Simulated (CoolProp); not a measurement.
Vapour-liquid equilibrium of propane (1) + R227EA (2) at 0.451 MPa; x and y are mole fractions of (1).

Computed with CoolProp (multi-fluid Helmholtz-energy mixture model, Lemmon 2009 and Lemmon 2016; pair parameters Bell 2016).

Question: Give the bubble temperature and the first vapour's composition at x = 0.05, 0.65, 0.85. Is there an azeotrope?

Answer: x = 0.05: 18.5 °C, y = 0.196; x = 0.65: -3.0 °C, y = 0.749; x = 0.85: -3.5 °C, y = 0.836. y crosses x between x = 0.75 and 0.85: the model has an azeotrope there.

Pair parameters are fitted to limited data, so mixtures are less certain than the pure fluids. With so large a gap from Raoult's law the liquid may split in two, which this calculation doesn't test in full.
